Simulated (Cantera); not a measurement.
A freely propagating, adiabatic, planar premixed flame of CO : H2 : O2 : N2 = 1 : 0.31 : 0.682 : 2.57 (molar parts), equivalence ratio 0.96, unburnt at 573 K and 0.450 bar; mixture-averaged transport, grid criteria slope 0.08 and curve 0.16, no radiation.

Model: GRI-Mech 3.0 (53 species, 325 reactions), integrated in Cantera. Burning velocities carry a grid error of a few per cent, more on coarse grids.

Question: How do the results move with these cheaper or finer settings: unity-Lewis-number transport; multicomponent transport; multicomponent+Soret transport; grid criteria slope 0.5, curve 1; grid criteria slope 0.25, curve 0.5; grid criteria slope 0.03, curve 0.06?

Answer: 
```json
[
 {"setting": "as above", "laminar burning velocity": "246 cm/s", "thermal thickness": "1.94 mm", "peak x(H)": "0.0256", "peak x(HO2)": "0.000146", "grid points": "162"},
 {"setting": "unity-Lewis-number transport", "laminar burning velocity": "162 cm/s", "thermal thickness": "1.37 mm", "peak x(H)": "0.0272", "peak x(HO2)": "0.000103", "grid points": "150"},
 {"setting": "multicomponent transport", "laminar burning velocity": "244 cm/s", "thermal thickness": "1.93 mm", "peak x(H)": "0.0255", "peak x(HO2)": "0.000146", "grid points": "162"},
 {"setting": "multicomponent+Soret transport", "laminar burning velocity": "233 cm/s", "thermal thickness": "1.91 mm", "peak x(H)": "0.0252", "peak x(HO2)": "0.000145", "grid points": "163"},
 {"setting": "grid criteria slope 0.5, curve 1", "laminar burning velocity": "286 cm/s", "thermal thickness": "2.45 mm", "peak x(H)": "0.0255", "peak x(HO2)": "0.000135", "grid points": "47"},
 {"setting": "grid criteria slope 0.25, curve 0.5", "laminar burning velocity": "262 cm/s", "thermal thickness": "2.14 mm", "peak x(H)": "0.0255", "peak x(HO2)": "0.000139", "grid points": "67"},
 {"setting": "grid criteria slope 0.03, curve 0.06", "laminar burning velocity": "242 cm/s", "thermal thickness": "1.89 mm", "peak x(H)": "0.0256", "peak x(HO2)": "0.000147", "grid points": "333"}
]
```
The base run took roughly 40 core-seconds.
Unity Lewis numbers drop preferential diffusion, which matters most where H2 and H carry the flame; Soret adds thermal diffusion.
